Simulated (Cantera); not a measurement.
## Equilibrium for calcination and drying: MgSO4 + C + O2

Feed: 1 mol MgSO4, a varied amount of C, 0.016 mol O2, equilibrated at 1650 °C and 0.100 bar.

These are equilibrium values from Cantera (NASA tables, ideal gas, pure condensed phases), not measurements of a reactor. Candidate condensed phases: C, Mg, MgCO3, MgO, MgS, MgSO4, S; 26 gas species. Equilibrium is a limit: real reactors are often held back by kinetics, nucleation or transport.

```
n(C) (mol)  x SO2  x CO2      x CO     x O2      x S2      x SO     x S2O  n MgO(s)
----------  -----  -----  --------  -------  --------  --------  --------  --------
0.22        0.658  0.144  0.000701    0.195  1.08e-10  0.000339  7.13e-10      1.00
0.29        0.658  0.190   0.00106    0.149  1.85e-10  0.000388   1.07e-9      1.00
0.37        0.658  0.242   0.00167   0.0969  4.39e-10  0.000481   2.04e-9      1.00
0.44        0.658  0.287   0.00271   0.0514   1.56e-9  0.000660   5.25e-9      1.00
0.52        0.653  0.330    0.0111  0.00403   2.50e-7   0.00234   2.36e-7     1.000
0.59        0.612  0.297    0.0740  7.42e-5  0.000646    0.0162   8.29e-5     1.000
0.67        0.560  0.275     0.129  2.11e-5   0.00672    0.0278  0.000459     1.000
0.74        0.518  0.270     0.162  1.28e-5    0.0156    0.0329  0.000830     1.000
0.82        0.472  0.269     0.194  8.88e-6    0.0269    0.0360   0.00119     1.000
0.89        0.434  0.270     0.219  6.99e-6    0.0368    0.0374   0.00145     1.000
0.97        0.394  0.271     0.246  5.57e-6    0.0478    0.0380   0.00168     1.000
```
x: gas mole fraction; n: condensed amount in mol.

From 0.22 mol C to 0.97 mol C the condensed part is MgO(s). The main Mg-bearing gas is Mg throughout.
